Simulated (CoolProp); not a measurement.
A Linde-Hampson liquefier for CF4 (R14): isothermal reversible compression at 300 K from 1 atm to 20 MPa, throttling to 1 atm, return gas leaving the recuperator 10 K below the feed. Each further row changes one setting.

The numbers come from the reference Helmholtz-energy equation of state, Platzer 1990 in CoolProp. This equation is an older, rougher fit; its heat capacities, sound speeds and derivatives of the liquid may be far off and weren't checked against measurements.

| case | liquid yield per pass | compression work (kJ/kg of gas) |
|---|---|---|
| as stated | 0.251 | 135 |
| high pressure 40 MPa | 0.272 | 154 |
| warm-end temperature 330 K | 0.182 | 154 |
| warm-end gap 15 K | 0.239 | 135 |
